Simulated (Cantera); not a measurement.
A perfectly stirred reactor is fed with C₂H₄ : H₂ = 1 : 1.7 (molar parts), at 0.0750 Torr; it is held at 1750 K, and followed from long to short residence time.

Computed with Cantera and GRI-Mech 3.0 (53 species, 325 reactions). GRI-Mech 3.0 was tuned for natural gas; its chemistry of ethylene as a main component is partial and can be far from experiment. GRI-Mech 3.0 stops at C3 and has no aromatics, soot or wall deposition, so with more carbon than oxygen in the feed, carbon stays in small species such as C2H2 where larger ones or solid carbon would form. Radical loss at walls, strong at low pressure, is not modelled.

One state of this run: x C₂H₄ = 0.354; x H₂ = 0.634; x CH₄ = 1.12e-7; x C₂H₆ = 1.43e-8; x CH₃ = 1.18e-8. x: mole fraction; the columns are a selection and need not sum to one.

### Question
Which value of τ (s) does it belong to?
A. 0.0023
B. 0.00071
C. 0.071
D. 0.23

### Answer
C, 0.071
